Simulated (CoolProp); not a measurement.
Vapour-liquid equilibrium of acetone (1) + n-nonane (2) at 334 K; x and y are mole fractions of (1).

The numbers come from the multi-fluid Helmholtz-energy mixture model, Lemmon 2006 and Lemmon 2006; pair parameters Bell 2016 in CoolProp.

```csv
x,"bubble pressure, mixture model (bar)","bubble pressure, Raoult's law (bar)","y, mixture model","y, Raoult's law"
0.05,?,0.09885,?,0.602
0.2,0.6636,0.2711,?,0.878
0.35,0.8360,0.4433,0.958,0.939
0.5,?,0.6156,0.963,0.966
0.65,0.9593,0.7878,?,0.982
0.8,?,0.9601,0.976,0.991
0.95,1.141,1.132,?,0.998
```

What belongs in the gaps?


- 0.05, bubble pressure, mixture model (bar): 0.2577
- 0.05, y, mixture model: 0.843
- 0.2, y, mixture model: 0.944
- 0.5, bubble pressure, mixture model (bar): 0.9084
- 0.65, y, mixture model: 0.968
- 0.8, bubble pressure, mixture model (bar): 1.030
- 0.95, y, mixture model: 0.992

The largest gap from Raoult's law is +160.7 % in bubble pressure, at x = 0.05. No azeotrope shows between x = 0.05 and 0.95.

The pair parameters rest on a limited set of measurements; away from them the model extrapolates. With so large a gap from Raoult's law the liquid may split in two, which this calculation doesn't test in full.
